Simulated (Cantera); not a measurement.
An isothermal, constant-pressure homogeneous reactor starts with C2H6 : N2 = 1 : 1.3 (molar parts), at 1698 K and 0.0720 bar. Integrator tolerance rtol = 1e-08.

Cantera simulation using GRI-Mech 3.0 (53 species, 325 reactions); the numbers are that mechanism's predictions, not measurements. GRI-Mech 3.0 stops at C3 and has no aromatics, soot or wall deposition, so with more carbon than oxygen in the feed, carbon stays in small species such as C2H2 where larger ones or solid carbon would form.

What does this change do: 0.15 parts H2O added?


```json
[
 {"quantity": "x(C2H6) at 3.00 s", "before": "6.13e-8 (gas-phase equilibrium 2.16e-8)", "after": "2.38e-7 (gas-phase equilibrium 1.99e-8)"},
 {"quantity": "x(H2) at 3.00 s", "before": "0.462 (gas-phase equilibrium 0.463)", "after": "0.473 (gas-phase equilibrium 0.482)"},
 {"quantity": "x(HCN) at 3.00 s", "before": "1.39e-6 (gas-phase equilibrium 0.118)", "after": "1.87e-6 (gas-phase equilibrium 0.106)"},
 {"quantity": "x(C2H) at 3.00 s", "before": "1.02e-6 (gas-phase equilibrium 7.61e-7)", "after": "8.79e-7 (gas-phase equilibrium 6.37e-7)"},
 {"quantity": "x(H) at 3.00 s", "before": "0.000368 (gas-phase equilibrium 0.000369)", "after": "0.000372 (gas-phase equilibrium 0.000377)"},
 {"quantity": "x(CH3) at 3.00 s", "before": "3.88e-5 (gas-phase equilibrium 1.97e-5)", "after": "8.33e-5 (gas-phase equilibrium 1.89e-5)"}
]
```
